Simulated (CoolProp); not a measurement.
A closed Brayton cycle with nitrogen: compressor inlet 333.15 K and 2.2 MPa, high pressure 7.12 MPa, turbine inlet 980 K, compressor efficiency 0.8, turbine efficiency 0.85, recuperator effectiveness 0.95 (on enthalpy, no pinch check). Each further row changes one setting.

Model: reference Helmholtz-energy equation of state, Span 2000, in CoolProp.

```tsv
case	thermal efficiency (%)	net work (kJ/kg)	compressor to turbine work	compressor exit (K)	turbine exit (K)
as stated	?	79.1	0.69	499.3	760.2
turbine inlet 930 K	25.9	?	0.73	499.3	719.7
compressor inlet 343.15 K	27.4	73.7	0.71	514.0	760.2
high pressure 6.05 MPa	31.5	76.3	?	472.9	787.3
recuperator effectiveness 0.5	?	79.1	0.69	499.3	760.2
```

Task: Some entries are withheld; supply them.

Result: 
- as stated, thermal efficiency (%): 29.3
- turbine inlet 930 K, net work (kJ/kg): 65.9
- high pressure 6.05 MPa, compressor to turbine work: 0.66
- recuperator effectiveness 0.5, thermal efficiency (%): 19.9
